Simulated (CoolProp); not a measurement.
n-hexane at 298.15 K and 1.88 MPa flows at 0.25 m/s in a round tube of 10 mm bore and 15 µm roughness, fully developed (64/Re and Nu = 3.66 if laminar; Colebrook and Gnielinski if turbulent). Each further row changes one setting.

Values from CoolProp's reference Helmholtz-energy equation of state, Thol 2019.

```tsv
case	Reynolds number	Darcy friction factor	pressure drop (Pa/m)	heat-transfer coefficient (W/(m² K))	mass flow (kg/h)
as stated	5410	0.0383	78.5	496	46.4
velocity 0.5 m/s	10800	0.0325	267	991	92.9
diameter 20 mm	10800	0.0314	32.3	484	186
```

Viscosity comes from a separate model (Michailidou 2013). Thermal conductivity comes from a separate model (Assael 2013).
